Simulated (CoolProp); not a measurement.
CH2F2 (R32) along the isotherm 387.4 K: Z from the reference equation and from simpler models built on Tc = 351.3 K, pc = 5.783 MPa, ω = 0.277; each cubic takes its own stable root.

Values from CoolProp's reference Helmholtz-energy equation of state, Tillner-Roth 1997.

| p (MPa) | phase | reference |
|---|---|---|
| 1.03 | gas | 0.9504 |
| 2.07 | gas | 0.8982 |
| 3.1 | gas | 0.8440 |
| 4.13 | gas | 0.7868 |
| 5.16 | gas | 0.7260 |
| 6.2 | supercritical | 0.6604 |
| 7.23 | supercritical | 0.5908 |
| 8.26 | supercritical | 0.5177 |
| 9.29 | supercritical | 0.4482 |
| 10.3 | supercritical | 0.3979 |
| 11.4 | supercritical | 0.3716 |
| 12.4 | supercritical | 0.3656 |
| 13.4 | supercritical | 0.3685 |
| 14.5 | supercritical | 0.3769 |

Q: How far does each simpler model (Redlich-Kwong, Peng-Robinson) lie from the reference over these 14 states: mean and median of the absolute difference, and the worst?

A: 
- Redlich-Kwong: mean 7.3 %, median 1.1 %, worst +23.7 % at 387.4 K and 14.5 MPa
- Peng-Robinson: mean 8.9 %, median 4.2 %, worst +22.1 % at 387.4 K and 13.4 MPa
